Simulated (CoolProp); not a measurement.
Computed with CoolProp (reference Helmholtz-energy equation of state, Gao 2020).

**Question.** For ammonia, give the phase and the density (kg/m³), cv (kJ/(kg K)), Joule-Thomson coefficient (K/MPa), viscosity (µPa s) at 328.25 °C and 3.55 MPa; 328.25 °C and 8.88 MPa; 328.25 °C and 24.9 MPa.

**Answer.** 
- 328.25 °C and 3.55 MPa: gas; density 12.4, cv 2.20, Joule-Thomson coefficient 3.29, viscosity 21.9
- 328.25 °C and 8.88 MPa: gas; density 32.3, cv 2.27, Joule-Thomson coefficient 3.13, viscosity 22.3
- 328.25 °C and 24.9 MPa: supercritical; density 102, cv 2.43, Joule-Thomson coefficient 2.48, viscosity 25.0

Viscosity comes from a separate model (Fenghour 1995).
